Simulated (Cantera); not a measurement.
A perfectly stirred reactor is fed with CH₄ : CO₂ : H₂O = 1 : 1.3 : 0.23 (molar parts), at 0.340 bar; it is held at 1623 K, and followed from long to short residence time.

Computed with Cantera and GRI-Mech 3.0 (53 species, 325 reactions).

Q: Predict: x(CH₄) at τ = 0.370 s; x(CO₂) at τ = 0.370 s; x(H₂) at τ = 0.370 s; x(C₂H₄) at τ = 0.370 s; x(HCO) at τ = 0.370 s; x(CH₄) at τ = 6.80 ms; x(CO₂) at τ = 6.80 ms; x(H₂) at τ = 6.80 ms; x(C₂H₄) at τ = 6.80 ms; x(HCO) at τ = 6.80 ms.

A: 
```
Quantity                  Value
----------------------  -------
x(CH₄) at τ = 0.370 s    0.0897
x(CO₂) at τ = 0.370 s     0.203
x(H₂) at τ = 0.370 s      0.172
x(C₂H₄) at τ = 0.370 s  0.00131
x(HCO) at τ = 0.370 s   7.59e-9
x(CH₄) at τ = 6.80 ms     0.353
x(CO₂) at τ = 6.80 ms     0.497
x(H₂) at τ = 6.80 ms     0.0372
x(C₂H₄) at τ = 6.80 ms  0.00622
x(HCO) at τ = 6.80 ms   1.58e-8
```
